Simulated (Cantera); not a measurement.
What does this Cantera script print?

```python
import numpy as np
import cantera as ct

gas = ct.Solution("h2o2.yaml")
gas.TPX = 748, 100000, {'H2': 1, 'O2': 0.625, 'N2': 2.35}
inlet = ct.Reservoir(gas, clone=True)
gas.equilibrate("HP")  # start burning
reactor = ct.IdealGasConstPressureReactor(gas, energy="on", clone=False)
exhaust = ct.Reservoir(gas, clone=True)
tau = [0.08, 0.035, 0.016, 0.0068, 0.003, 0.0013, 0.00058, 0.00026, 0.00011, 5e-05, 2.2e-05, 9.6e-06][0]
for a, b in ((inlet, reactor), (reactor, exhaust)):
    ct.MassFlowController(a, b, mdot=lambda t: reactor.mass / tau)
net = ct.ReactorNet([reactor])
show = ['H2', 'O2', 'H2O2', 'OH', 'H2O']

rows = []
print(f"{'tau/s':>10s}{'T/K':>9s}" + "".join(f"{s:>11s}" for s in show))
for tau in [0.08, 0.035, 0.016, 0.0068, 0.003, 0.0013, 0.00058, 0.00026, 0.00011, 5e-05, 2.2e-05, 9.6e-06]:
    net.initial_time = 0.0
    net.advance(30 * tau)
    before = gas.X
    net.advance(40 * tau)
    drift = np.max(np.abs(gas.X - before) / (gas.X + 1e-9))
    rows.append([gas.T, *gas[show].X, drift])
    print(f"{tau:10.3e}{gas.T:9.1f}" + "".join(f"{x:11.3e}" for x in gas[show].X))
```

Result:

```
     tau/s      T/K         H2         O2       H2O2         OH        H2O
 8.000e-02   2452.6  7.092e-03  3.517e-02  3.207e-07  1.335e-02  2.704e-01
 3.500e-02   2449.5  7.306e-03  3.522e-02  3.166e-07  1.351e-02  2.700e-01
 1.600e-02   2443.0  7.754e-03  3.532e-02  3.088e-07  1.383e-02  2.692e-01
 6.800e-03   2427.1  8.833e-03  3.557e-02  2.940e-07  1.457e-02  2.671e-01
 3.000e-03   2394.3  1.099e-02  3.612e-02  2.783e-07  1.589e-02  2.630e-01
 1.300e-03   2330.8  1.489e-02  3.730e-02  2.813e-07  1.778e-02  2.554e-01
 5.800e-04   2234.7  2.012e-02  3.924e-02  3.289e-07  1.944e-02  2.449e-01
 2.600e-04   2108.4  2.583e-02  4.194e-02  4.460e-07  2.004e-02  2.323e-01
 1.100e-04   1946.6  3.162e-02  4.569e-02  7.320e-07  1.901e-02  2.179e-01
 5.000e-05   1783.2  3.680e-02  5.023e-02  1.343e-06  1.658e-02  2.043e-01
 2.200e-05   1603.4  4.554e-02  5.780e-02  2.768e-06  1.297e-02  1.872e-01
 9.600e-06   1385.1  7.967e-02  7.829e-02  5.494e-06  7.978e-03  1.505e-01
```

Model: the H2/O2 subset of GRI-Mech 3.0, which has no nitrogen chemistry, integrated in Cantera.
